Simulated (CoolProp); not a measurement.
Saturation properties of R142b.

The numbers come from the reference Helmholtz-energy equation of state, Lemmon 2006 in CoolProp. It is a short technical equation, of lower accuracy than the large ones.

```
T (K)  p (MPa)  vapour density (kg/m³)  enthalpy of vaporisation (kJ/kg)  liquid cp (kJ/(kg K))  surface tension (mN/m)  liquid viscosity (µPa s)
-----  -------  ----------------------  --------------------------------  ---------------------  ----------------------  ------------------------
233.3  0.02401                   1.263                             239.8                  1.176                       …                       502
240.8  0.03551                   1.819                             235.9                  1.189                    19.0                         …
248.3  0.05109                   2.553                             231.9                  1.202                    18.0                         …
255.8  0.07169                   3.501                             227.9                  1.216                    17.0                       374
263.3  0.09837                   4.706                             223.7                  1.231                    16.0                       341
270.8   0.1323                   6.213                             219.3                  1.247                    15.0                       312
278.3   0.1747                   8.070                             214.9                  1.264                    14.0                       287
285.8   0.2269                   10.33                             210.2                  1.282                    13.0                       263
293.3   0.2902                   13.06                             205.4                  1.301                    12.0                       243
300.8   0.3662                       …                             200.3                  1.321                    11.1                       224
308.3   0.4562                   20.20                             195.0                  1.343                    10.2                       206
315.8   0.5620                   24.78                             189.5                  1.367                    9.24                       191
323.3   0.6851                   30.17                             183.6                  1.394                       …                       176
330.8   0.8272                   36.50                             177.3                  1.423                    7.46                       163
338.3   0.9900                   43.91                             170.7                  1.457                    6.60                       150
```

### Question
What belongs in the gaps?

### Answer

- 233.3, surface tension (mN/m): 20.1
- 240.8, liquid viscosity (µPa s): 453
- 248.3, liquid viscosity (µPa s): 411
- 300.8, vapour density (kg/m³): 16.33
- 323.3, surface tension (mN/m): 8.34

It boils at 264.0 K under 1 atm.

Viscosity comes from a separate model (Huber 2003), an estimate that may be off by 10 % or more. Surface tension comes from a separate correlation (Mulero 2012).
